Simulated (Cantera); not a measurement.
A closed system holds: 1 mol B, 17 mol NH3, 4.4 mol H2, at 1900 K and 0.0750 Torr.

Equilibrium computed with Cantera from the NASA thermochemical tables; the gas is ideal and each condensed phase is pure. Candidate condensed phases: B, BN; 15 gas species. The tables' values for BH2 are old estimates; treat these amounts as uncertain. Rates play no part.

Base state: H2 0.718, N2 0.214, H 0.0673, B 0.000231, BH2 0.000184 (mole fractions); condensed: B(s).

Question: What changes in the equilibrium state with this change: temperature from 1900 K to 1725 K?

Answer: 
```json
[
 {"species": "H2", "before": "0.718", "after": "0.774"},
 {"species": "N2", "before": "0.214", "after": "0.209"},
 {"species": "H", "before": "0.0673", "after": "0.0163"},
 {"species": "BH2", "before": "0.000184", "after": "1.26e-5"},
 {"species": "B", "before": "0.000231", "after": "1.43e-6"},
 {"species": "B(s), mol", "before": "0.983", "after": "0"},
 {"species": "BN(s), mol", "before": "0", "after": "0.999"}
]
```
